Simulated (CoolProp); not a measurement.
Saturation properties of carbon monoxide (Tc = -140.3 °C, pc = 3.498 MPa, ω = 0.050).

Values from CoolProp's reference Helmholtz-energy equation of state, Lemmon 2006. It is a short technical equation, of lower accuracy than the large ones.

| T (°C) | p (MPa) | vapour density (kg/m³) | enthalpy of vaporisation (kJ/kg) | surface tension (mN/m) |
|---|---|---|---|---|
| -173.45 | … | 20.75 | … | 5.78 |
| -171.15 | 0.6293 | 24.44 | … | 5.32 |
| -168.85 | 0.7384 | 28.65 | 175.1 | 4.87 |
| -166.55 | 0.8605 | 33.43 | 169.7 | 4.42 |
| -164.15 | 1.003 | 39.13 | 163.7 | 3.96 |
| -161.85 | 1.154 | 45.37 | 157.5 | 3.52 |
| -159.55 | … | 52.51 | 150.9 | 3.10 |
| -157.25 | … | 60.72 | 143.6 | 2.68 |
| -154.95 | 1.706 | 70.22 | 135.7 | 2.26 |
| -152.55 | 1.936 | … | 126.5 | 1.84 |
| -150.25 | 2.177 | 95.23 | 116.6 | 1.45 |
| -147.95 | 2.439 | 111.6 | 105.1 | 1.07 |
| -145.65 | 2.725 | 132.4 | 91.44 | … |

Task: What belongs in the gaps?

Result: 
- -173.45, p (MPa): 0.5324
- -173.45, enthalpy of vaporisation (kJ/kg): 184.8
- -171.15, enthalpy of vaporisation (kJ/kg): 180.1
- -159.55, p (MPa): 1.321
- -157.25, p (MPa): 1.505
- -152.55, vapour density (kg/m³): 81.88
- -145.65, surface tension (mN/m): 0.713

It boils at -191.5 °C under 1 atm.

Surface tension comes from a separate correlation (Mulero 2012).
